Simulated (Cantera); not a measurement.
# Diamond growth

A diamond (100) surface in a fixed gas of H2 with x(CH4) = 0.018, x(H) = 0.026, at 900 K, 128 Torr; coverages are run to steady state.

Model: the Harris–Goodwin 1993 mechanism for the reconstructed diamond (100) surface, integrated in Cantera.

```tsv
x(CH3)	growth (µm/h)	θ c6HH	θ c6H*	θ c6*H	θ c6**	θ c6HM
1e-06	0.0537	0.692	0.0113	0.292	0.00449	3.26e-5
2.3e-06	0.124	0.692	0.0113	0.292	0.00449	7.51e-5
5.5e-06	0.295	0.692	0.0113	0.292	0.00449	0.000179
1.3e-05	0.698	0.692	0.0113	0.292	0.00448	0.000424
3e-05	1.61	0.691	0.0113	0.292	0.00448	0.000978
7e-05	3.75	0.690	0.0112	0.291	0.00447	0.00228
0.00016	8.53	0.687	0.0112	0.290	0.00445	0.00519
0.00038	20.1	0.681	0.0111	0.288	0.00440	0.0122
0.0009	46.5	0.668	0.0109	0.282	0.00429	0.0283
```
θ: site fractions in the mechanism's names (c6HH fully hydrogenated, c6H* and c6*H radical sites, c6** diradical, c6HM methylated).
